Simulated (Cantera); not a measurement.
SiCl₄ + O₂ (silicon oxide and oxynitride deposition)

Input: 1 mol SiCl₄, 23 mol O₂, at 80.0 mbar.

Equilibrium computed with Cantera from the NASA thermochemical tables; the gas is ideal and each condensed phase is pure. Candidate condensed phases: Si, SiO₂; 15 gas species. The tables hold silica as quartz up to 1696 K and as liquid above; real silica turns to tridymite and cristobalite and melts near 1996 K. Kinetics and transport are ignored.

From 673 K to 773 K the condensed part is SiO₂(α-quartz). From 873 K to 1573 K the condensed part is SiO₂(β-quartz).

```
T (K)   x O₂   x Cl₂      x Cl     x ClO       x O  n SiO₂(α-quartz)  n SiO₂(β-quartz)
-----  -----  ------  --------  --------  --------  ----------------  ----------------
673    0.917  0.0833   2.89e-7   1.76e-8    <1e-12              1.00                 0
773    0.917  0.0833   4.99e-6   1.84e-7    <1e-12              1.00                 0
873    0.917  0.0833   4.52e-5   1.13e-6  6.42e-12                 0              1.00
973    0.917  0.0832  0.000262   4.75e-6  2.29e-10                 0              1.00
1073   0.916  0.0827   0.00109   1.53e-5   4.21e-9                 0              1.00
1173   0.915  0.0814   0.00357   4.01e-5   4.72e-8                 0              1.00
1273   0.912  0.0781   0.00959   8.92e-5   3.63e-7                 0              1.00
1373   0.907  0.0715    0.0217  0.000172   2.07e-6                 0              1.00
1473   0.897  0.0603    0.0422  0.000288   9.35e-6                 0              1.00
1573   0.884  0.0451    0.0701  0.000420   3.47e-5                 0              1.00
```
x: gas mole fraction; n: condensed amount in mol.
